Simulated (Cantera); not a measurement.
Feed: 1 mol TEOS, 1.1 mol O2, 0.11 mol H2, at 550 °C and 340 Pa.

Cantera equilibrium calculation (NASA polynomials, part measured and part estimated; ideal gas, pure solids and liquids). Candidate condensed phases: C, C6H6, C7H8, C8H18, H2O, Si, SiC, SiO2; 123 gas species. The feed counts by its element totals alone. The numbers say what is thermodynamically allowed, not how fast it happens.

Base state: H2 0.710, CO 0.268, CO2 0.0116, H2O 0.00854, CH4 0.00160 (mole fractions); condensed: C(graphite) + SiO2(α-quartz).

Q: What changes in the equilibrium state with this change: temperature from 550 °C to 1002 °C?

A: 
```csv
species,before,after
H2,0.710,0.706
CO,0.268,0.294
SiO,<1e-9,1.98e-5
CO2,0.0116,2.05e-6
H2O,0.00854,8.22e-6
H,<1e-9,1.06e-5
CH4,0.00160,1.57e-5
"C(graphite), mol",4.06,3.80
"SiO2(α-quartz), mol",1.00,0
"SiO2(β-quartz), mol",0,1.000
```
The tables hold silica as quartz up to 1696 K and as liquid above; real silica turns to tridymite and cristobalite and melts near 1996 K.

Q: What changes in the equilibrium state with this change: temperature from 550 °C to 875 °C?

A: 
| species | before | after |
|---|---|---|
| H2 | 0.710 | 0.706 |
| CO | 0.268 | 0.293 |
| CH4 | 0.00160 | 4.03e-5 |
| CO2 | 0.0116 | 1.19e-5 |
| H2O | 0.00854 | 3.38e-5 |
| C(graphite), mol | 4.06 | 3.80 |
| SiO2(α-quartz), mol | 1.00 | 0 |
| SiO2(β-quartz), mol | 0 | 1.00 |
The tables hold silica as quartz up to 1696 K and as liquid above; real silica turns to tridymite and cristobalite and melts near 1996 K.
